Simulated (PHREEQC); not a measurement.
Make-up at 64 °C: 29 mmol/kgw MgCl2, 0.054 mmol/kgw CO2 and 39.6 mmol/kgw KCl. Closed to the air; pH follows from the charge balance.

Model: Pitzer model, pitzer.dat, run in PHREEQC.

**Question.** The ionic strength comes out as 0.127 mol/kgw. What activity coefficients do HCO3-, Mg+2, H+, Cl-, K+ get?

**Answer.** HCO3- 0.71, Mg+2 0.34, H+ 0.77, Cl- 0.74, K+ 0.75. Single-ion values are on the MacInnes scale.

No solid was allowed to form. At this temperature some constants are extrapolated from 25 °C, and those without enthalpy data are left unchanged.
